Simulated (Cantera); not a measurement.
Feed: 1 mol Si, 0.25 mol O2, 4.8 mol H2, held at 1.00 bar.

Method: chemical equilibrium by Gibbs-energy minimisation in Cantera with the NASA 1993 tables (ideal gas, pure condensed phases). Candidate condensed phases: H2O, Si, SiO2; 18 gas species. Each liquid is taken as pure. Mutual solubility and eutectic melting of coexisting phases are not modelled. The tables hold silica as quartz up to 1696 K and as liquid above; real silica turns to tridymite and cristobalite and melts near 1996 K. Gases not in the tables: Si2H6 and higher silanes. Equilibrium is a limit: real reactors are often held back by kinetics, nucleation or transport.

Problem. What share of the Si ends up in condensed phases as a function of T (K), at 1525, 1575, 1625, 1675, 1725, 1775, 1825, 1875, 1925, 1975, 2025?

Solution. 
```csv
T (K),Si condensed (%),as
1525,99.6,Si(s) + SiO2(β-quartz)
1575,99.1,Si(s) + SiO2(β-quartz)
1625,98.0,Si(s) + SiO2(β-quartz)
1675,95.7,Si(s) + SiO2(β-quartz)
1725,91.6,Si(l) + SiO2(condensed)
1775,84.3,Si(l) + SiO2(condensed)
1825,71.6,Si(l) + SiO2(condensed)
1875,50.0,Si(l)
1925,50.0,Si(l)
1975,50.0,Si(l)
2025,49.9,Si(l)
```
